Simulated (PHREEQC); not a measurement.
A PHREEQC speciation (ion-association model, phreeqc.dat) at 70 °C gives pH 8.63 and these molalities:

| species | mol/kgw |
|---|---|
| Na+ | 0.519 |
| HPO4-2 | 0.235 |
| NaHPO4- | 0.0413 |
| H2PO4- | 0.00178 |
| PO4-3 | 0.00167 |
| OH- | 0.000118 |

What are the element totals, and what could have been dissolved in 1 kg of water to give them?

This is not unique; one that fits is totals Na 0.560, P 0.280 mol/kgw, from 0.28 mol/kgw Na2HPO4.

This is a speciation only: nothing precipitates in the calculation. Caution: at this ionic strength the ion-association model is outside its range; a Pitzer model would be the better tool where its parameters exist. Away from 25 °C the constants follow the database's enthalpies or fits; those with neither stay at their 25 °C values.
